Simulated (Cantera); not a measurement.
A closed system holds: 1 mol Pb, 0.4 mol O2, 93 mol H2, equilibrated at 0.00133 bar.

Equilibrium computed with Cantera from the NASA thermochemical tables; the gas is ideal and each condensed phase is pure. Candidate condensed phases: H2O, Pb, PbO, PbO2, Pb3O4; 12 gas species. Equilibrium is a limit: real reactors are often held back by kinetics, nucleation or transport.

x: gas mole fraction; n: condensed amount in mol.

```tsv
T (K)	x H2	x Pb	x H2O	x H	x OH	x PbO	x Pb2	n Pb(l)
825	0.991	0.000108	0.00860	2.16e-10	<1e-12	<1e-12	1.38e-11	0.990
900	0.990	0.00103	0.00859	3.19e-9	<1e-12	4.85e-12	6.09e-10	0.904
975	0.985	0.00688	0.00854	3.11e-8	<1e-12	1.13e-10	1.48e-8	0.356
1050	0.981	0.0106	0.00851	2.20e-7	6.10e-12	5.15e-10	2.08e-8	0
1125	0.981	0.0106	0.00851	[?]	[?]	[?]	[?]	0
1200	0.981	0.0106	0.00851	[?]	[?]	[?]	[?]	0
1275	0.981	0.0106	0.00851	2.00e-5	2.02e-9	6.15e-9	6.11e-9	0
1350	0.981	0.0106	0.00851	6.46e-5	9.11e-9	1.17e-8	4.44e-9	0
1425	0.981	0.0106	0.00851	0.000185	3.51e-8	2.10e-8	3.34e-9	0
1500	0.980	0.0106	0.00851	0.000477	1.18e-7	3.53e-8	2.57e-9	0
1575	0.980	0.0106	0.00851	0.00113	3.55e-7	5.66e-8	2.03e-9	0
```

Question: Some entries are withheld; supply them.

Answer: 
- 1200, x H: 5.35e-6
- 1200, x OH: 3.71e-10
- 1200, x PbO: 2.98e-9
- 1200, x Pb2: 8.74e-9
- 1125, x H: 1.21e-6
- 1125, x OH: 5.45e-11
- 1125, x PbO: 1.31e-9
- 1125, x Pb2: 1.31e-8
